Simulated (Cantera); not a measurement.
A closed system holds: 1 mol C₆H₆, 0.3 mol O₂, held at 1823.15 K and 0.0240 bar.

Method: chemical equilibrium by Gibbs-energy minimisation in Cantera with the NASA 1993 tables (ideal gas, pure condensed phases). Candidate condensed phases: C, C₆H₆, C₇H₈, C₈H₁₈, H₂O; 110 gas species. Kinetics and transport are ignored.

Base state: H₂ 0.831, CO 0.166, H 0.00255, C₂H₂ (acetylene) 0.000176, CH₄ 1.18e-5 (mole fractions); condensed: C(graphite).

Question: What changes in the equilibrium state with this change: pressure from 0.0240 bar to 0.000560 bar?

Answer: 
```tsv
species	before	after
H₂	0.831	0.818
CO	0.166	0.165
H	0.00255	0.0166
CH₄	1.18e-5	2.67e-7
C₂H₂ (acetylene)	0.000176	0.000173
C(graphite), mol	5.40	5.40
```
